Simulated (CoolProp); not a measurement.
CH3F (R41) along the isotherm 376 K: Z from the reference equation and from simpler models built on Tc = 317.3 K, pc = 5906 kPa, ω = 0.200; each cubic takes its own stable root.

The numbers come from the reference Helmholtz-energy equation of state, Lemmon 2006 in CoolProp. It is a short technical equation, of lower accuracy than the large ones.

```csv
p (kPa),phase,reference
46.7,gas,0.9982
83,gas,0.9968
148,gas,0.9944
263,gas,0.9900
467,gas,0.9822
830,gas,0.9682
1480,gas,0.9431
2630,gas,0.8979
4670,gas,0.8155
8300,supercritical,0.6642
14800,supercritical,0.4790
```

Task: How far does each simpler model (van der Waals, Redlich-Kwong, Peng-Robinson) lie from the reference over these 11 states: mean and median of the absolute difference, and the worst?

Result: 
- van der Waals: mean 2.0 %, median 0.4 %, worst +15.6 % at 376 K and 14800 kPa
- Redlich-Kwong: mean 1.6 %, median 0.2 %, worst +13.6 % at 376 K and 14800 kPa
- Peng-Robinson: mean 1.8 %, median 0.0 %, worst +16.4 % at 376 K and 14800 kPa
